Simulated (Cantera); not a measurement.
Feed: 1 mol B2O3, 1.6 mol NH3, 120 mol H2, equilibrated at 2075 K.

Equilibrium computed with Cantera from the NASA thermochemical tables; the gas is ideal and each condensed phase is pure. Candidate condensed phases: B, BN, B2O3, B3O3H3, H2O; 39 gas species. Rates play no part.

x: gas mole fraction; nothing condenses.

```json
[
 {"P (Pa)": "10", "x H2": "0.745", "x H": "0.230", "x HBO": "0.00229", "x BO": "___", "x N2": "0.00567", "x H2O": "0.00468", "x HBO2": "0.00201"},
 {"P (Pa)": "37", "x H2": "0.847", "x H": "0.127", "x HBO": "0.00384", "x BO": "___", "x N2": "0.00600", "x H2O": "0.00438", "x HBO2": "0.00278"},
 {"P (Pa)": "140", "x H2": "0.907", "x H": "0.0678", "x HBO": "0.00558", "x BO": "___", "x N2": "0.00620", "x H2O": "0.00394", "x HBO2": "0.00340"},
 {"P (Pa)": "520", "x H2": "0.939", "x H": "0.0358", "x HBO": "0.00710", "x BO": "___", "x N2": "0.00631", "x H2O": "0.00359", "x HBO2": "0.00380"},
 {"P (Pa)": "1900", "x H2": "0.956", "x H": "0.0189", "x HBO": "0.00821", "x BO": "___", "x N2": "0.00637", "x H2O": "0.00335", "x HBO2": "0.00403"},
 {"P (Pa)": "7200", "x H2": "0.965", "x H": "0.00975", "x HBO": "0.00895", "x BO": "___", "x N2": "0.00641", "x H2O": "0.00320", "x HBO2": "0.00416"},
 {"P (Pa)": "27000", "x H2": "0.970", "x H": "0.00505", "x HBO": "0.00938", "x BO": "___", "x N2": "0.00642", "x H2O": "0.00312", "x HBO2": "0.00423"},
 {"P (Pa)": "100000", "x H2": "0.973", "x H": "0.00263", "x HBO": "0.00961", "x BO": "___", "x N2": "0.00643", "x H2O": "0.00308", "x HBO2": "0.00427"}
]
```

### Question
Fill in the missing entries.

### Answer

- 10, x BO: 0.00955
- 37, x BO: 0.00783
- 140, x BO: 0.00565
- 520, x BO: 0.00366
- 1900, x BO: 0.00220
- 7200, x BO: 0.00122
- 27000, x BO: 0.000661
- 100000, x BO: 0.000351
